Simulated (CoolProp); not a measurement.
Aqueous sodium chloride as a coolant, 12 % by mass, freezing at -8.2 °C, 1 atm.

The numbers come from the Melinder's fits for secondary coolants in CoolProp.

```json
[
 {"T (°C)": "-1.6", "Prandtl number": "14.9", "cp (kJ/(kg K))": "3.612", "density (kg/m³)": "1093", "conductivity (W/(m K))": "0.552"},
 {"T (°C)": "6.6", "Prandtl number": "11.4", "cp (kJ/(kg K))": "3.629", "density (kg/m³)": "(withheld)", "conductivity (W/(m K))": "0.565"},
 {"T (°C)": "14.7", "Prandtl number": "8.95", "cp (kJ/(kg K))": "3.643", "density (kg/m³)": "(withheld)", "conductivity (W/(m K))": "(withheld)"},
 {"T (°C)": "22.8", "Prandtl number": "7.22", "cp (kJ/(kg K))": "3.655", "density (kg/m³)": "1084", "conductivity (W/(m K))": "0.591"},
 {"T (°C)": "31", "Prandtl number": "5.97", "cp (kJ/(kg K))": "3.664", "density (kg/m³)": "(withheld)", "conductivity (W/(m K))": "(withheld)"},
 {"T (°C)": "39.1", "Prandtl number": "5.08", "cp (kJ/(kg K))": "3.672", "density (kg/m³)": "(withheld)", "conductivity (W/(m K))": "0.617"}
]
```

**Question.** Complete the blanks.

**Answer.** 
- 6.6, density (kg/m³): 1090
- 14.7, density (kg/m³): 1088
- 14.7, conductivity (W/(m K)): 0.578
- 31, density (kg/m³): 1081
- 31, conductivity (W/(m K)): 0.604
- 39.1, density (kg/m³): 1077
